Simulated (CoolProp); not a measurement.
The fluid at 388.64 K and 1.21 MPa (stagnation) flows isentropically through a choked orifice. The same conditions are run with several fluids, on thermodynamics alone (safety and materials aside).

Values from CoolProp's reference Helmholtz-energy equation of state of each fluid (cyclopropane: Polt 1992; chlorine: Thol 2021; R124: de Vries 1995; C3F8 (R218): Lemmon 2006; ethane: Bücker 2006). The equations of Platzer and Polt are older, rougher fits.

```
fluid         throat to inlet pressure ratio  mass flux (kg/(m² s))  throat temperature (K)
------------  ------------------------------  ---------------------  ----------------------
cyclopropane                           0.584                   2860                   363.1
chlorine                               0.544                   3920                   334.9
R124                                   0.603                   5120                   371.5
C3F8 (R218)                            0.607                   5880                   377.3
ethane                                 0.575                   2400                   359.5
```
